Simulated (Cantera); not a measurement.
**Transport properties of process gases**

Gas mixture: N₂O = 0.78 (molar parts), at 0.000178 atm, frozen composition.

Cantera's kinetic-theory transport with the Lennard-Jones parameters of GRI-Mech 3.0, ideal gas; thermal conductivity in the multicomponent form. The composition is frozen, though it would react at the higher temperatures.

| T (K) | ρ (kg/m³) | cp (J/kg/K) | μ (µPa s) | λ (mW/m/K) | Pr | D (cm²/s) H | D (cm²/s) NO | D (cm²/s) CH₄ |
|---|---|---|---|---|---|---|---|---|
| 400 | 0.000238 | 970.3 | 19.5 | 25.3 | 0.746 | 9350 | 1450 | 1640 |
| 650 | 0.000147 | 1127 | 29.1 | 44.1 | 0.744 | 22200 | 3400 | 3880 |
| 900 | 0.000106 | 1227 | 37.1 | 61.4 | 0.741 | 38900 | 5930 | 6810 |
| 1150 | 8.29e-5 | 1285 | 44.1 | 76.8 | 0.738 | 59000 | 8960 | 10300 |
| 1400 | 6.81e-5 | 1327 | 50.5 | 91.0 | 0.736 | 82200 | 12500 | 14400 |
| 1650 | 5.77e-5 | 1359 | 56.4 | 104 | 0.734 | 108000 | 16400 | 18900 |
| 1900 | 5.01e-5 | 1384 | 61.9 | 117 | 0.733 | 137000 | 20700 | 23900 |
D: mixture-averaged diffusion coefficient of that species in the mixture.
